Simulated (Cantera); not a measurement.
Feed: 1 mol SiHCl3, 130 mol H2, equilibrated at 1375 K and 4.95 Torr.

Equilibrium computed with Cantera from the NASA thermochemical tables; the gas is ideal and each condensed phase is pure. Candidate condensed phases: Si; 19 gas species. The tables' values for SiCl3 are old estimates; treat these amounts as uncertain. Rates play no part.

Base state: H2 0.978, HCl 0.0203, SiCl2 0.00121, H 4.17e-5, SiCl3 1.21e-5 (mole fractions); condensed: Si(s).

Question: What changes in the equilibrium state with this change: SiHCl3 replaced by Si2H6?

Answer: 
```
species      before    after
----------  -------  -------
H2            0.978    1.000
H           4.17e-5  4.22e-5
HCl          0.0203        0
SiCl2       0.00121        0
SiCl3       1.21e-5        0
Si(s), mol    0.838     2.00
```
The feed counts by its element totals alone.
